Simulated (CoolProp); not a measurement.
Vapour pressure (MPa) of propyne: the reference equation beside estimates from Tc = 402.7 K, pc = 5.658 MPa, ω = 0.204. Clausius-Clapeyron is anchored at 308.8 K with a constant enthalpy of vaporisation of 18.05 kJ/mol.

Model: reference Helmholtz-energy equation of state, Polt 1992, in CoolProp. This equation is an older, rougher fit; its heat capacities, sound speeds and derivatives of the liquid may be far off and weren't checked against measurements.

```json
[
 {"T (K)": "298.6", "reference": "0.5901", "Lee-Kesler": "0.5969", "Clausius-Clapeyron": "0.6166", "Peng-Robinson": "0.5923"},
 {"T (K)": "308.8", "reference": "0.7839", "Lee-Kesler": "0.7962", "Clausius-Clapeyron": "0.7839", "Peng-Robinson": "0.7898"},
 {"T (K)": "318.9", "reference": "1.021", "Lee-Kesler": "1.038", "Clausius-Clapeyron": "0.9794", "Peng-Robinson": "1.031"},
 {"T (K)": "329", "reference": "1.308", "Lee-Kesler": "1.330", "Clausius-Clapeyron": "1.207", "Peng-Robinson": "1.322"},
 {"T (K)": "339.1", "reference": "1.654", "Lee-Kesler": "1.677", "Clausius-Clapeyron": "1.469", "Peng-Robinson": "1.672"},
 {"T (K)": "349.3", "reference": "2.069", "Lee-Kesler": "2.091", "Clausius-Clapeyron": "1.771", "Peng-Robinson": "2.090"},
 {"T (K)": "359.4", "reference": "2.552", "Lee-Kesler": "2.571", "Clausius-Clapeyron": "2.109", "Peng-Robinson": "2.576"},
 {"T (K)": "369.5", "reference": "3.116", "Lee-Kesler": "3.129", "Clausius-Clapeyron": "2.487", "Peng-Robinson": "3.141"},
 {"T (K)": "379.6", "reference": "3.768", "Lee-Kesler": "3.776", "Clausius-Clapeyron": "2.908", "Peng-Robinson": "3.793"}
]
```

Absolute difference from the reference over all 9 rows, mean and median: Lee-Kesler 1.1 and 1.2 %, Clausius-Clapeyron 11.4 and 11.2 %, Peng-Robinson 0.9 and 0.9 %.
